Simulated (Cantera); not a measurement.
Mixture: CH4 : O2 : N2 : CO2 = 1 : 1.18 : 4.42 : 0.057 (molar parts), at 1.00 bar, adiabatic and at constant volume. Ignition delay is the time to a rise of 400 K.

Detailed kinetics in Cantera: GRI-Mech 3.0 (53 species, 325 reactions).

### Question
Predict: delay at 1100 K; delay at 1250 K; delay at 1400 K; delay at 1550 K; delay at 1700 K; apparent activation energy between 1550 and 1700 K.

### Answer
- delay at 1100 K: 0.266 s
- delay at 1250 K: 28.9 ms
- delay at 1400 K: 4.25 ms
- delay at 1550 K: 0.832 ms
- delay at 1700 K: 0.225 ms
- apparent activation energy between 1550 and 1700 K: 190 kJ/mol
